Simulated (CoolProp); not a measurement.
Values from CoolProp's reference Helmholtz-energy equation of state, Lemmon 2006. It is a short technical equation, of lower accuracy than the large ones.

**Question.** For C3F8 (R218), give the phase and the Joule-Thomson coefficient (K/MPa), viscosity (µPa s) at 46.15 °C and 2.03 MPa; 46.15 °C and 11.2 MPa; 46.15 °C and 12.2 MPa.

**Answer.** 
- 46.15 °C and 2.03 MPa: liquid; Joule-Thomson coefficient 0.805, viscosity 122
- 46.15 °C and 11.2 MPa: liquid; Joule-Thomson coefficient -0.0197, viscosity 186
- 46.15 °C and 12.2 MPa: liquid; Joule-Thomson coefficient -0.0461, viscosity 191

Viscosity comes from a separate model (Huber 2003), an estimate that may be off by 10 % or more.
